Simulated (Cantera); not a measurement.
Charge: 1 mol Fe3O4, 0.02 mol HCl, 9.1 mol N2, 0.063 mol Cl2, held at 1000 Pa.

Method: chemical equilibrium by Gibbs-energy minimisation in Cantera with the NASA 1993 tables (ideal gas, pure condensed phases). Candidate condensed phases: Fe, FeCl2, FeCl3, FeO, Fe(OH)2, Fe(OH)3, Fe2O3, Fe3O4, H2O, NH4Cl; 37 gas species. Mutual solubility and eutectic melting of coexisting phases are not modelled. Kinetics and transport are ignored. All values below are at 1300 K.

Base state: N2 0.989, FeCl2 0.00597, HCl 0.00215, O2 0.00165, Cl 0.00130, Cl2 0.000110, FeCl3 8.24e-5, NO 3.94e-5 (mole fractions); condensed: Fe2O3(s) + Fe3O4(s).

Problem. What changes in the equilibrium state with this change: N2 from 9.1 to 0.48 mol?

Solution. 
| species | before | after |
|---|---|---|
| N2 | 0.989 | 0.851 |
| FeCl2 | 0.00597 | 0.0990 |
| HCl | 0.00215 | 0.0351 |
| Fe2Cl4 | 7.91e-8 | 2.18e-5 |
| FeCl3 | 8.24e-5 | 0.00556 |
| Cl2 | 0.000110 | 0.00183 |
| H2O | 1.11e-5 | 0.000179 |
| Cl | 0.00130 | 0.00530 |
| Fe2O3(s), mol | 0.130 | 0.230 |
| Fe3O4(s), mol | 0.895 | 0.827 |
